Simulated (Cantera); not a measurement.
Input (Python, Cantera) and output of one run.

```python
import numpy as np
import cantera as ct

gas_names = """
    F F2 H HF H2 H2F2 H3F3 H4F4 H5F5 H6F6 H7F7 Si SiF SiF2 SiF3 SiF4 SiH SiHF3 SiH2 SiH2F2 SiH3 SiH3F
    SiH4 Si2 Si3
""".split()
cond_names = """
    Si(cr) Si(L)
""".split()


# ... load() reads the species with a 1 bar reference pressure and builds the phases ...
atoms = {
    'Si': {'Si': 1},
    'F2': {'F': 2},
    'HF': {'H': 1, 'F': 1},
}
top_T = {}  # K; cautious upper limits of use, not melting points


# ... equilibrate(T, P, feed) seeds the gas with the atoms and calls Mixture.equilibrate('TP', solver="vcs", rtol=1e-11, max_steps=5000) ...
results = []
T = 1075  # K
P = 100000  # Pa
for m in [0.7, 0.91, 1.2, 1.5, 2, 2.5, 3.3, 4.2, 5.5, 7.1, 9.2]:
    feed = {'Si': 1, 'F2': m, 'HF': 4.7}  # mol
    mix = equilibrate(T, P, feed)
    results.append((T, P, feed, dict(zip(mix.species_names, mix.species_moles))))
    x = sorted(zip(gas.X, gas.species_names), reverse=True)
    print(f"T = {T:g} K  P = {P:g} Pa  n(F2) = {m:g} mol  gas = {mix.phase_moles(0):.4g} mol")
    print("   x: " + "  ".join(f"{s} {v:.3e}" for v, s in x if v > 0.0001))
    print("   condensed (mol): " + ("  ".join(f"{mix.phase(i).name} {mix.phase_moles(i):.4g}"
          for i in range(1, mix.n_phases) if mix.phase_moles(i) > 1e-12) or "none"))
```

Output:

```
T = 1075 K  P = 100000 Pa  n(F2) = 0.7 mol  gas = 4.4 mol
   x: HF 4.773e-01  H2 2.955e-01  SiF4 2.273e-01
   condensed (mol): none
T = 1075 K  P = 100000 Pa  n(F2) = 0.91 mol  gas = 4.61 mol
   x: HF 5.466e-01  H2 2.364e-01  SiF4 2.169e-01
   condensed (mol): none
T = 1075 K  P = 100000 Pa  n(F2) = 1.2 mol  gas = 4.9 mol
   x: HF 6.326e-01  SiF4 2.041e-01  H2 1.633e-01
   condensed (mol): none
T = 1075 K  P = 100000 Pa  n(F2) = 1.5 mol  gas = 5.2 mol
   x: HF 7.115e-01  SiF4 1.923e-01  H2 9.616e-02
   condensed (mol): none
T = 1075 K  P = 100000 Pa  n(F2) = 2 mol  gas = 5.7 mol
   x: HF 8.245e-01  SiF4 1.754e-01
   condensed (mol): none
T = 1075 K  P = 100000 Pa  n(F2) = 2.5 mol  gas = 6.347 mol
   x: HF 7.405e-01  SiF4 1.576e-01  F2 5.565e-02  F 4.626e-02
   condensed (mol): none
T = 1075 K  P = 100000 Pa  n(F2) = 3.3 mol  gas = 7.268 mol
   x: HF 6.466e-01  F2 1.419e-01  SiF4 1.376e-01  F 7.387e-02
   condensed (mol): none
T = 1075 K  P = 100000 Pa  n(F2) = 4.2 mol  gas = 8.28 mol
   x: HF 5.676e-01  F2 2.197e-01  SiF4 1.208e-01  F 9.191e-02
   condensed (mol): none
T = 1075 K  P = 100000 Pa  n(F2) = 5.5 mol  gas = 9.727 mol
   x: HF 4.832e-01  F2 3.056e-01  F 1.084e-01  SiF4 1.028e-01
   condensed (mol): none
T = 1075 K  P = 100000 Pa  n(F2) = 7.1 mol  gas = 11.5 mol
   x: HF 4.088e-01  F2 3.829e-01  F 1.213e-01  SiF4 8.698e-02
   condensed (mol): none
T = 1075 K  P = 100000 Pa  n(F2) = 9.2 mol  gas = 13.81 mol
   x: F2 4.551e-01  HF 3.402e-01  F 1.323e-01  SiF4 7.239e-02
   condensed (mol): none
```

Equilibrium computed with Cantera from the NASA thermochemical tables; the gas is ideal and each condensed phase is pure.
